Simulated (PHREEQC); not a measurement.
A solution holds 17 mmol/kgw Mn(NO3)2, 15 mmol/kgw NaAlO2 and 1.7 mmol/kgw MnCl2, at 70 °C. Closed to the air; pH follows from the charge balance.

Model: ion-association model, phreeqc.dat, run in PHREEQC.

Precipitation was switched off in this run.

Q: What pH, ionic strength does the model give?

A: pH 7.28; ionic strength 0.0706 mol/kgw.

Q: In which forms is Cl present?

A: Cl- 97 %, MnCl+ 2.9 % of the Cl.

Saturation is exceeded, for instance for Al(OH)3(a), Gibbsite (slow to form); the values hold only as long as no solid forms. Constants without temperature data keep their 25 °C values here.
